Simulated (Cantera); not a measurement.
Input (Python, Cantera):

```python
import numpy as np
import cantera as ct

gas = ct.Solution("h2o2.yaml")
gas.TPX = 1275, 2100, {'H2': 0.44, 'O2': 8.6}
inlet = ct.Reservoir(gas, clone=True)

reactor = ct.IdealGasConstPressureReactor(gas, energy="off", clone=False)
exhaust = ct.Reservoir(gas, clone=True)
tau = [4.1, 1.3, 0.39, 0.12, 0.037, 0.011, 0.0035, 0.0011][0]
for a, b in ((inlet, reactor), (reactor, exhaust)):
    ct.MassFlowController(a, b, mdot=lambda t: reactor.mass / tau)
net = ct.ReactorNet([reactor])
show = ['H2', 'O2', 'H', 'O', 'H2O', 'HO2', 'H2O2']

rows = []
print(f"{'tau/s':>10s}{'T/K':>9s}" + "".join(f"{s:>11s}" for s in show))
for tau in [4.1, 1.3, 0.39, 0.12, 0.037, 0.011, 0.0035, 0.0011]:
    net.initial_time = 0.0
    net.advance(30 * tau)
    before = gas.X
    net.advance(40 * tau)
    drift = np.max(np.abs(gas.X - before) / (gas.X + 1e-9))
    rows.append([gas.T, *gas[show].X, drift])
    print(f"{tau:10.3e}{gas.T:9.1f}" + "".join(f"{x:11.3e}" for x in gas[show].X))
```

It prints:

```
     tau/s      T/K         H2         O2          H          O        H2O        HO2       H2O2
 4.100e+00   1275.0  4.626e-05  9.489e-01  2.965e-05  9.029e-04  4.943e-02  7.887e-07  4.448e-08
 1.300e+00   1275.0  9.386e-05  9.477e-01  9.158e-05  1.911e-03  4.915e-02  1.271e-06  6.185e-08
 3.900e-01   1275.0  1.935e-04  9.452e-01  2.888e-04  4.088e-03  4.863e-02  1.948e-06  8.250e-08
 1.200e-01   1275.0  3.836e-04  9.407e-01  8.287e-04  8.174e-03  4.770e-02  2.721e-06  1.027e-07
 3.700e-02   1275.0  7.367e-04  9.333e-01  2.065e-03  1.473e-02  4.609e-02  3.472e-06  1.206e-07
 1.100e-02   1275.0  1.430e-03  9.245e-01  4.145e-03  2.234e-02  4.360e-02  4.077e-06  1.390e-07
 3.500e-03   1275.0  2.877e-03  9.193e-01  6.194e-03  2.631e-02  4.043e-02  4.479e-06  1.690e-07
 1.100e-03   1275.0  6.583e-03  9.196e-01  7.574e-03  2.485e-02  3.534e-02  4.728e-06  2.239e-07
```

Computed with Cantera and the H2/O2 subset of GRI-Mech 3.0, which has no nitrogen chemistry. Radical loss at walls, strong at low pressure, is not modelled. The temperature is held fixed by assumption; the heat of reaction is taken as removed at once.
